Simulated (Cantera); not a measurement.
# Ignition delay

Mixture: CH4 : CO : O2 : N2 : CO2 = 1 : 0.4 : 1.83 : 6.89 : 2.9 (molar parts), at 1.00 atm, adiabatic and at constant pressure. Ignition delay is the time to a rise of 400 K.

Detailed kinetics in Cantera: GRI-Mech 3.0 (53 species, 325 reactions).

| T0 (K) | delay (ms) |
|---|---|
| 1000 | 2870 |
| 1050 | 1140 |
| 1100 | 475 |
| 1150 | 209 |
| 1200 | 95.9 |
| 1250 | 45.9 |
| 1300 | 22.7 |
| 1350 | 11.6 |

| Property | Value |
|---|---|
| apparent activation energy between 1250 and 1350 K | 190 kJ/mol |
